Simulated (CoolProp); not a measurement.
Properties of C2F6 (R116) at several states (Tc = 293.0 K, pc = 3048 kPa, ω = 0.257).

Computed with CoolProp (reference Helmholtz-energy equation of state, Lemmon 2006). It is a short technical equation, of lower accuracy than the large ones.

```json
[
 {"T (K)": "398.5", "p (kPa)": "1380", "phase": "gas", "density (kg/m³)": "[?]", "conductivity (mW/(m K))": "23.0", "fugacity coefficient": "[?]"},
 {"T (K)": "265.9", "p (kPa)": "495", "phase": "gas", "density (kg/m³)": "[?]", "conductivity (mW/(m K))": "12.5", "fugacity coefficient": "[?]"},
 {"T (K)": "293.8", "p (kPa)": "64.2", "phase": "gas", "density (kg/m³)": "3.653", "conductivity (mW/(m K))": "14.4", "fugacity coefficient": "0.9931"},
 {"T (K)": "362.1", "p (kPa)": "977", "phase": "gas", "density (kg/m³)": "[?]", "conductivity (mW/(m K))": "[?]", "fugacity coefficient": "[?]"}
]
```

What belongs in the gaps?


- 398.5, density (kg/m³): 60.43
- 398.5, fugacity coefficient: 0.9521
- 265.9, density (kg/m³): 33.60
- 265.9, fugacity coefficient: 0.9256
- 362.1, density (kg/m³): 47.21
- 362.1, conductivity (mW/(m K)): 20.1
- 362.1, fugacity coefficient: 0.9503

Thermal conductivity comes from a separate model (Huber 2003), an estimate that may be off by 10 % or more.
